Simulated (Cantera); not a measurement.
An isothermal, constant-pressure homogeneous reactor starts with H₂ : O₂ : N₂ : H₂O = 1.2 : 1 : 5.5 : 0.18 (molar parts), equivalence ratio 0.60, at 1350 K and 0.550 bar.

Detailed kinetics in Cantera: the H2/O2 subset of GRI-Mech 3.0, which has no nitrogen chemistry. The temperature is held fixed by assumption; the heat of reaction is taken as removed at once.

One state of this run: x H₂ = 0.00115; x O₂ = 0.0549; x H₂O = 0.187; x H₂O₂ = 1.46e-6; x O = 0.000557; x OH = 0.00134; x HO₂ = 1.54e-5. x: mole fraction; the columns are a selection and need not sum to one.

Task: Which value of t (s) does it belong to?
A. 40.0
B. 0.000493
C. 0.0213
D. 0.0750

Result: B, 0.000493
